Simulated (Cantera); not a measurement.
An isothermal, constant-pressure homogeneous reactor starts with NH3 : N2 = 1 : 0.27 (molar parts), at 2125 K and 1.97 atm.

Computed with Cantera and the gas-phase N/H chemistry of the illustrative SiF4/NH3 mechanism in the Surface Chemkin manual (1991). Walls and surfaces, which speed up NH3 decomposition in real reactors, are not modelled.

One state of this run: x NH3 = 0.183; x NH2 = 0.000685; x N = 1.83e-6; x N2 = 0.309; x NH = 2.19e-5; x H2 = 0.506. x: mole fraction; the columns are a selection and need not sum to one.

Problem. Which value of t (s) does it belong to?
A) 1.00
B) 0.00729
C) 0.000274
D) 0.00141

Solution. B, 0.00729
